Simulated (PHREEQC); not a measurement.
1 kg of water holding 0.0062 mol/kgw NaCl and 0.14 mol/kgw MgCl2 is evaporated at 25 °C; the solids stay in contact with the brine. The system is closed to CO2. Only these solids could form: Bischofite, Brucite, Halite, MgCl2_4H2O.

All values are PHREEQC results (Pitzer model, pitzer.dat), not measurements.

| water left (kg) | ionic strength | water activity | Bischofite (mol) | Halite (mol) |
|---|---|---|---|---|
| 1 | 0.426 | 0.993 | 0 | 0 |
| 0.5552 | 0.768 | 0.988 | 0 | 0 |
| 0.375 | 1.14 | 0.981 | 0 | 0 |
| 0.2082 | 2.05 | 0.963 | 0 | 0 |
| 0.1407 | 3.03 | 0.940 | 0 | 0 |
| 0.07809 | 5.46 | 0.866 | 0 | 0 |
| 0.04335 | 9.83 | 0.680 | 0 | 0 |
| 0.0293 | 14.5 | 0.451 | 0 | 0 |
| 0.003075 | 17.5 | 0.318 | 0.122 | 0.00597 |

Halite from water left = 0.02407 kg; Bischofite from water left = 0.01256 kg.

Species that the database lacks are ignored.
